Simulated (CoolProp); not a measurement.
Vapour-liquid equilibrium of benzene (1) + cyclohexane (2) at 211.85 °C; x and y are mole fractions of (1).

Computed with CoolProp (multi-fluid Helmholtz-energy mixture model, Thol 2012 and Zhou 2014; pair parameters Bell 2016).

| x | bubble pressure (MPa) | y at the bubble point | dew pressure at overall composition x (MPa) | liquid density (mol/L) |
|---|---|---|---|---|
| 0.05 | 1.641 | 0.059 | 1.637 | 6.681 |
| 0.125 | 1.675 | 0.144 | 1.668 | 6.759 |
| 0.2 | (withheld) | (withheld) | (withheld) | 6.842 |
| 0.275 | 1.730 | 0.300 | 1.722 | 6.930 |
| 0.35 | 1.751 | 0.374 | 1.745 | 7.025 |
| 0.425 | 1.768 | (withheld) | 1.764 | 7.126 |
| 0.5 | 1.780 | 0.514 | 1.778 | 7.234 |
| 0.575 | 1.788 | 0.582 | 1.787 | 7.350 |
| 0.65 | 1.791 | 0.651 | 1.791 | 7.474 |
| 0.725 | 1.789 | 0.720 | 1.789 | 7.606 |
| 0.8 | 1.782 | 0.791 | 1.780 | 7.747 |
| 0.875 | 1.769 | 0.865 | 1.766 | 7.896 |
| 0.95 | 1.749 | 0.944 | 1.747 | 8.055 |

Problem. Complete the blanks.

Solution. 
- 0.2, bubble pressure (MPa): 1.705
- 0.2, y at the bubble point: 0.224
- 0.2, dew pressure at overall composition x (MPa): 1.696
- 0.425, y at the bubble point: 0.445

y crosses x between x = 0.65 and 0.725: the model has an azeotrope there.

The pair parameters rest on a limited set of measurements; away from them the model extrapolates.
